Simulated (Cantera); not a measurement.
Charge: 1 mol Si, 2.1 mol N2O, 70 mol H2, held at 0.000320 bar.

Equilibrium computed with Cantera from the NASA thermochemical tables; the gas is ideal and each condensed phase is pure. Candidate condensed phases: H2O, Si, SiO2, Si2N2O, Si3N4; 35 gas species. Equilibrium is a limit: real reactors are often held back by kinetics, nucleation or transport. All values below are at 1400 °C.

Base state: H2 0.937, N2 0.0286, H2O 0.0150, SiO 0.0136, H 0.00616 (mole fractions); condensed: gas only.

Task: What changes in the equilibrium state with this change: Si replaced by SiC?

Result: 
```
species   before    after
-------  -------  -------
H2         0.937    0.937
N2        0.0286   0.0283
SiO       0.0136   0.0135
H2O       0.0150  0.00134
CO             0   0.0134
H        0.00616  0.00616
```
Further candidate phases: C, C6H6, C7H8, C8H18, SiC.
